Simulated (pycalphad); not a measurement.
CALPHAD calculation (pycalphad, COST 507 light-alloy database (1999)), 1 atm. These are 1990s assessments: newer ones move some temperatures and phases. Phase fractions are per mole of atoms.

Question: Give the equilibrium state of Al-9.409Si-0.111C (wt.%) at 377 °C.

Answer: fcc, fraction 0.906, with 0.19 Si, <0.01 C wt.%; diamond (Si), fraction 0.089, with >99.99 Si, <0.01 C wt.%; AL8SIC7, fraction 0.006, with 8.6 Si, 25.6 C wt.%.

Question: Give the equilibrium state of Al-9.409Si-0.111C (wt.%) at 1202 °C.

Answer: 
```
T = 1475.00 K, P = 101325 Pa, N = 1 mol of atoms
G = -82658 J/mol, H = 47818 J/mol, S = 88.46 J/(mol K)  (SER reference)
chemical potentials (J/mol): Al -82009, Si -89590, C -66927
phase             fraction      x(Al)      x(Si)       x(C)
LIQUID              0.9945     0.9092     0.0908   7.49e-05
AL8SIC7             0.0055     0.5000     0.0625     0.4375
```

Database names, with the compositions (at.%) that they take in these runs: AL8SIC7: Al 50 C 44 Si 6.
